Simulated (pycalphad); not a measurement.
All values are pycalphad results on the COST 507 light-alloy database (1999) (1 atm), not direct measurements. The data set is of 1999 and partly superseded. Amounts are mole fractions of atoms. Diffusion is slow at the low end, where real alloys seldom reach equilibrium.

**Question.** Give the equilibrium state of Ti-5.993Si (wt.%) at 527 °C.

**Answer.** 
```
T = 800.00 K, P = 101325 Pa, N = 1 mol of atoms
G = -50683 J/mol, H = -5567 J/mol, S = 56.40 J/(mol K)  (SER reference)
chemical potentials (J/mol): Ti -32413, Si -218843
phase             fraction      x(Ti)      x(Si)
HCP_A3              0.6174     0.9962     0.0038
SITI3               0.3826     0.7500     0.2500
```

**Question.** Give the equilibrium state of Ti-5.993Si (wt.%) at 1127 °C.

**Answer.** 
```
T = 1400.00 K, P = 101325 Pa, N = 1 mol of atoms
G = -91024 J/mol, H = 16866 J/mol, S = 77.06 J/(mol K)  (SER reference)
chemical potentials (J/mol): Ti -74457, Si -243505
phase             fraction      x(Ti)      x(Si)
BCC_A2              0.6986     0.9676     0.0324
SITI3               0.3014     0.7500     0.2500
```

Database names, with the compositions (at.%) that they take in these runs: SITI3: Ti 75 Si 25. BCC_A2 is bcc; HCP_A3 is hcp.
